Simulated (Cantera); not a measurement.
Charge: 1 mol Si, a varied amount of Cl2, 73 mol N2, at 2.20 Pa.

Method: chemical equilibrium by Gibbs-energy minimisation in Cantera with the NASA 1993 tables (ideal gas, pure condensed phases). Candidate condensed phases: Si, Si3N4; 13 gas species. N2 is the only nitrogen source here; it is nearly inert below about 1500 K, so the nitride shown seldom forms there in practice. The tables' values for SiCl3 are old estimates. Rates play no part.

Stable condensed phases, one row left out:

```
T in K \ n(Cl2) in mol
         0.55 0.67  0.8 0.97  1.2  1.4  1.7    2  2.5
   1700     A    A    A    A    A    A    A    A    A
   1400     B    B    B    B    A    A    A    A    A
   1250     B    B    B    B    A    A    A    A    A
   1100     B    B    B    B    B    B    B    A    A
    950     B    B    B    B    B    B    B    A    A
    800     B    B    B    B    B    B    B    A    A
    650     B    B    B    B    B    B    B    A    A
    500     B    B    B    B    B    B    B    A    A
```

A: gas only; B: Si3N4.

Q: Give the row for 1550 K.

A: 0.55: Si; 0.67: Si; 0.8: Si; 0.97: gas only; 1.2: gas only; 1.4: gas only; 1.7: gas only; 2: gas only; 2.5: gas only.
